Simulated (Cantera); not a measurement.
Input: 1 mol C, 0.17 mol NH3, 4.2 mol N2, 0.94 mol H2, at 1200 K and 1.33 mbar.

These are equilibrium values from Cantera (NASA tables, ideal gas, pure condensed phases), not measurements of a reactor. Candidate condensed phases: C, C6H6, C7H8, C8H18; 92 gas species. Rates play no part.

### Question
What is the equilibrium state?

### Answer
```json
{
 "x(N2)": "0.782",
 "x(H2)": "0.218",
 "x(HCN)": "3.08e-5",
 "x(H)": "2.52e-6",
 "x(CH4)": "1.00e-6",
 "n(C(graphite))": "1.000 mol",
 "gas_amount": "5.480 mol"
}
```
